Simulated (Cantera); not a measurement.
Charge: 1 mol Fe(CO)5, a varied amount of N2, held at 3.30 Torr.

These are equilibrium values from Cantera (NASA tables, ideal gas, pure condensed phases), not measurements of a reactor. Candidate condensed phases: C, Fe, Fe(CO)5, FeO, Fe2O3, Fe3O4; 27 gas species. Condensed phases not in the tables: cementite and carbon dissolved in iron. Rates play no part.

Stable condensed phases, one row left out:

```
T in K \ n(N2) in mol
         11 15 19 23 27 31 35 39 43 47 51
   1125   A  A  A  A  A  A  A  A  A  A  A
   1075   B  B  B  B  A  A  A  A  A  A  A
   1050   B  B  B  B  B  B  B  B  A  A  A
   1025   B  B  B  B  B  B  B  B  B  B  B
   1000   B  B  B  B  B  B  B  B  B  B  B
    975   B  B  B  B  B  B  B  B  B  B  B
    950   B  B  B  B  B  B  B  B  B  B  B
    925   B  B  B  B  B  B  B  B  B  B  B
    900   B  B  B  B  B  B  B  B  B  B  B
    875   B  B  B  B  B  B  B  B  B  B  B
    850   B  B  B  B  B  B  B  B  B  B  B
```

A: Fe; B: C + Fe.

Problem. Give the row for 1100 K.

Solution. 11: C + Fe; 15: Fe; 19: Fe; 23: Fe; 27: Fe; 31: Fe; 35: Fe; 39: Fe; 43: Fe; 47: Fe; 51: Fe.
